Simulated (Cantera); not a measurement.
## Halide evaporation, hydrolysis and transport: FeCl₂ + H₂

A closed system holds: 1 mol FeCl₂, a varied amount of H₂, held at 0.410 bar.

Equilibrium computed with Cantera from the NASA thermochemical tables; the gas is ideal and each condensed phase is pure. Candidate condensed phases: Fe, FeCl₂, FeCl₃; 11 gas species. Mutual solubility and eutectic melting of coexisting phases are not modelled. Rates play no part.

Problem. Map the stable condensed phases over T = 725, 825, 925, 1025, 1125, 1225, 1325, 1425, 1525 K and n(H₂) in mol = 0.53, 0.69, 0.9, 1.2, 1.5, 2, 2.6, 3.3.

Solution. 
```
T in K \ n(H₂) in mol
         0.53 0.69  0.9  1.2  1.5    2  2.6  3.3
   1525     A    A    A    A    A    A    A    A
   1425     A    A    A    A    A    A    A    A
   1325     A    A    A    A    A    A    A    A
   1225     A    A    A    A    A    A    A    A
   1125     B    A    A    A    A    A    A    A
   1025     B    B    B    B    B    B    A    A
    925     B    B    B    B    B    B    B    B
    825     B    B    B    B    B    B    B    B
    725     B    B    B    B    B    B    B    B
```
A: Fe; B: Fe + FeCl₂.
